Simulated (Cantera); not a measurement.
A Cantera script and what it prints.

```python
import numpy as np
import cantera as ct

gas_names = """
    F FO FO2 F2 F2O N NF NF2 NF3 NO NO2 NO3 N2 N2O O O2 O3 Si SiF SiF2 SiF3 SiF4 SiN SiO SiO2 Si2 Si2N
    Si3
""".split()
cond_names = """
    Si(cr) Si(L) SiO2(Lqz) SiO2(hqz) SiO2(L) Si2N2O(s) Si3N4(a)
""".split()


# ... load() reads the species with a 1 bar reference pressure and builds the phases ...
atoms = {
    'SiF4': {'Si': 1, 'F': 4},
    'NO': {'N': 1, 'O': 1},
    'N2': {'N': 2},
}
top_T = {'Si2N2O(s)': 2100, 'Si3N4(a)': 2400}  # K; cautious upper limits of use, not melting points


# ... equilibrate(T, P, feed) seeds the gas with the atoms and calls Mixture.equilibrate('TP', solver="vcs", rtol=1e-11, max_steps=5000) ...
results = []
feed = {'SiF4': 1, 'NO': 4.8, 'N2': 48}  # mol
T = 1648  # K
P = 910  # Pa
mix = equilibrate(T, P, feed)
results.append((T, P, feed, dict(zip(mix.species_names, mix.species_moles))))
print(gas.report(threshold=1e-06))
for i in range(1, mix.n_phases):
    print(f"{mix.phase(i).name:16s} {mix.phase_moles(i):12.5e} mol")
```

Result:

```
       temperature   1648 K
          pressure   910 Pa
           density   0.0019661 kg/m^3
  mean mol. weight   29.604 kg/kmol
   phase of matter   gas

                          1 kg             1 kmol
                     ---------------   ---------------
          enthalpy        5.2119e+05         1.543e+07  J
   internal energy             58347        1.7273e+06  J
           entropy            9829.8        2.9101e+05  J/K
    Gibbs function       -1.5678e+07       -4.6415e+08  J
 heat capacity c_p            1236.2             36597  J/K
 heat capacity c_v            955.34             28282  J/K

                      mass frac. Y      mole frac. X     chem. pot. / RT
                     ---------------   ---------------   ---------------
                 F        5.3859e-06        8.3926e-06           -32.041
                NO         0.0011957         0.0011797           -33.495
                N2           0.88589           0.93618           -31.072
                 O        3.0085e-05        5.5668e-05           -17.959
                O2          0.047545          0.043989           -35.918
              SiF3         8.765e-06        3.0499e-06           -138.23
              SiF4          0.065329          0.018582           -170.27
     [  +21 minor]        3.3847e-07        2.1323e-07

Si(cr)            0.00000e+00 mol
SiO2(hqz)         7.06880e-05 mol
Si2N2O(s)         0.00000e+00 mol
Si3N4(a)          0.00000e+00 mol
```

Method: chemical equilibrium by Gibbs-energy minimisation in Cantera with the NASA 1993 tables (ideal gas, pure condensed phases).
